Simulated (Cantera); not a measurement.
A closed system holds: 1 mol SiO₂, 0.61 mol Al₂O₃, 0.15 mol H₂O, at 1400 °C and 13.0 Pa.

Cantera equilibrium calculation (NASA polynomials, part measured and part estimated; ideal gas, pure solids and liquids). Candidate condensed phases: Al, Al₂O₃, Al₂SiO₅, Al₆Si₂O₁₃, H₂O, Si, SiO₂; 28 gas species. Mutual solubility and eutectic melting of coexisting phases are not modelled. The tables hold silica as quartz up to 1696 K and as liquid above; real silica turns to tridymite and cristobalite and melts near 1996 K. Condensed phases not in the tables: alloys, solid solutions and most ternary compounds. Kinetics and transport are ignored.

Base state: H₂O 0.972, H₂ 0.0154, O₂ 0.00697, OH 0.00376, H 0.00124, O 0.000245, SiO 1.83e-5 (mole fractions); condensed: Al₆Si₂O₁₃(mullite) + SiO₂(β-quartz).

Problem. What changes in the equilibrium state with this change: pressure from 13.0 Pa to 1000 Pa?

Solution. 
```
species                    before     after
-----------------------  --------  --------
H₂O                         0.972     0.994
H₂                         0.0154   0.00370
O₂                        0.00697   0.00164
SiO                       1.83e-5   5.58e-8
O                        0.000245   1.35e-5
H                         0.00124   6.93e-5
OH                        0.00376  0.000895
Al₆Si₂O₁₃(mullite), mol     0.203     0.203
SiO₂(β-quartz), mol         0.593     0.593
```

Problem. What changes in the equilibrium state with this change: temperature from 1400 °C to 975 °C?

Solution. 
```json
[
 {"species": "H₂O", "before": "0.972", "after": "1.000"},
 {"species": "H₂", "before": "0.0154", "after": "0.000261"},
 {"species": "O₂", "before": "0.00697", "after": "0.000124"},
 {"species": "SiO", "before": "1.83e-5", "after": "<1e-9"},
 {"species": "O", "before": "0.000245", "after": "6.51e-8"},
 {"species": "H", "before": "0.00124", "after": "6.62e-7"},
 {"species": "OH", "before": "0.00376", "after": "2.59e-5"},
 {"species": "Al₆Si₂O₁₃(mullite), mol", "before": "0.203", "after": "0"},
 {"species": "SiO₂(β-quartz), mol", "before": "0.593", "after": "0.390"},
 {"species": "Al₂SiO₅(andalusite), mol", "before": "0", "after": "0.610"}
]
```
